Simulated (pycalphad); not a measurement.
Source of the numbers: pycalphad with the COST 507 light-alloy database (1999); pressure 1 atm. The database dates from 1999; later assessments differ in places, in temperatures and in the compounds included. Diffusion is slow at the low end, where real alloys seldom reach equilibrium.

Molar enthalpy of Si-5.252Ti (wt.%) in equilibrium (SER reference):

| T (K) | H (kJ/mol) | phases |
|---|---|---|
| 2600 | 105.90 | liquid |
| 2500 | 103.12 | liquid |
| 2400 | 100.34 | liquid |
| 2300 | 97.56 | liquid |
| 2200 | 94.79 | liquid |
| 2100 | 92.01 | liquid |
| 2000 | 89.23 | liquid |
| 1900 | 86.45 | liquid |
| 1800 | 83.67 | liquid |
| 1700 | 80.89 | liquid |
| 1600 | 28.27 | diamond (Si) + SI2TI |
| 1500 | 25.38 | diamond (Si) + SI2TI |
| 1400 | 22.52 | diamond (Si) + SI2TI |
| 1300 | 19.71 | diamond (Si) + SI2TI |
| 1200 | 16.94 | diamond (Si) + SI2TI |
| 1100 | 14.22 | diamond (Si) + SI2TI |
| 1000 | 11.55 | diamond (Si) + SI2TI |
| 900 | 8.92 | diamond (Si) + SI2TI |
| 800 | 6.34 | diamond (Si) + SI2TI |
| 700 | 3.81 | diamond (Si) + SI2TI |
| 600 | 1.35 | diamond (Si) + SI2TI |
| 500 | -1.04 | diamond (Si) + SI2TI |

Cooling from 1700 K to 1600 K, across the freezing range, releases 52.6 kJ/mol, or 1830 J/g. The slope is 28 J/(mol K) in the liquid and 29 J/(mol K) just below the solidus, where it includes any heat of precipitation. Liquidus 1678 K, solidus 1604 K. Changes were sought between steps of 100 K, so a narrower field can be missed.

Database names, with the compositions (at.%) that they take in these runs: SI2TI: Si 67 Ti 33.
